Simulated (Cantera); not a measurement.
Cantera with NASA thermochemical tables; ideal gases at 1 bar, condensed phases pure. Values are per mole of reaction as written; species without (g) are pure solids or liquids, kept so even where they would boil at 1 bar. VN: taken at fixed stoichiometry.

4 VN + 9 OH(g) = 3 NH3(g) + NO(g) + 4 VO2(g)

```json
[
 {"T (K)": "575", "ΔH° (kJ)": "(withheld)", "ΔS° (J/K)": "(withheld)", "ΔG° (kJ)": "(withheld)", "log10 K": "(withheld)"},
 {"T (K)": "725", "ΔH° (kJ)": "-501.7", "ΔS° (J/K)": "-36.5", "ΔG° (kJ)": "-475.2", "log10 K": "34.24"},
 {"T (K)": "875", "ΔH° (kJ)": "-512.2", "ΔS° (J/K)": "-49.7", "ΔG° (kJ)": "-468.7", "log10 K": "27.98"},
 {"T (K)": "1025", "ΔH° (kJ)": "(withheld)", "ΔS° (J/K)": "(withheld)", "ΔG° (kJ)": "(withheld)", "log10 K": "(withheld)"},
 {"T (K)": "1175", "ΔH° (kJ)": "-532.0", "ΔS° (J/K)": "-69.2", "ΔG° (kJ)": "-450.7", "log10 K": "20.04"},
 {"T (K)": "1325", "ΔH° (kJ)": "-542.2", "ΔS° (J/K)": "-77.3", "ΔG° (kJ)": "-439.7", "log10 K": "17.34"},
 {"T (K)": "1475", "ΔH° (kJ)": "-552.7", "ΔS° (J/K)": "-84.9", "ΔG° (kJ)": "-427.6", "log10 K": "15.14"},
 {"T (K)": "1625", "ΔH° (kJ)": "-563.7", "ΔS° (J/K)": "-92.0", "ΔG° (kJ)": "-414.3", "log10 K": "13.32"},
 {"T (K)": "1775", "ΔH° (kJ)": "-575.2", "ΔS° (J/K)": "-98.7", "ΔG° (kJ)": "-400.0", "log10 K": "11.77"},
 {"T (K)": "1925", "ΔH° (kJ)": "(withheld)", "ΔS° (J/K)": "(withheld)", "ΔG° (kJ)": "(withheld)", "log10 K": "(withheld)"},
 {"T (K)": "2075", "ΔH° (kJ)": "(withheld)", "ΔS° (J/K)": "(withheld)", "ΔG° (kJ)": "(withheld)", "log10 K": "(withheld)"}
]
```

**Question.** What belongs in the gaps?

**Answer.** 
- 575, ΔH° (kJ): -489.9
- 575, ΔS° (J/K): -18.1
- 575, ΔG° (kJ): -479.4
- 575, log10 K: 43.55
- 1025, ΔH° (kJ): -522.1
- 1025, ΔS° (J/K): -60.2
- 1025, ΔG° (kJ): -460.5
- 1025, log10 K: 23.46
- 1925, ΔH° (kJ): -587.3
- 1925, ΔS° (J/K): -105.2
- 1925, ΔG° (kJ): -384.7
- 1925, log10 K: 10.44
- 2075, ΔH° (kJ): -600.0
- 2075, ΔS° (J/K): -111.6
- 2075, ΔG° (kJ): -368.4
- 2075, log10 K: 9.27
